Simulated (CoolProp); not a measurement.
Saturation properties of oxygen (Tc = -118.6 °C, pc = 50.46 bar, ω = 0.022).

Model: reference Helmholtz-energy equation of state, Schmidt 1985, in CoolProp.

```tsv
T (°C)	p (bar)	liquid density (kg/m³)	vapour density (kg/m³)	liquid cp (kJ/(kg K))
-167.75	3.901	1062	15.56	1.770
-162.95	5.509	1034	21.56	1.809
-158.05	7.604	1005	29.39	1.860
-153.25	10.16	974.5	39.08	?
-148.35	?	941.1	51.54	2.016
-143.55	17.14	905.6	66.92	2.141
-138.65	21.74	865.4	86.91	2.330
-133.75	27.15	819.4	113.0	2.639
-128.95	33.35	765.4	147.8	3.217
-124.05	40.71	692.6	?	4.809
```

Problem. Fill in the missing entries.

Solution. 
- -153.25, liquid cp (kJ/(kg K)): 1.926
- -148.35, p (bar): 13.36
- -124.05, vapour density (kg/m³): 201.3

It boils at -183.0 °C under 1 atm.
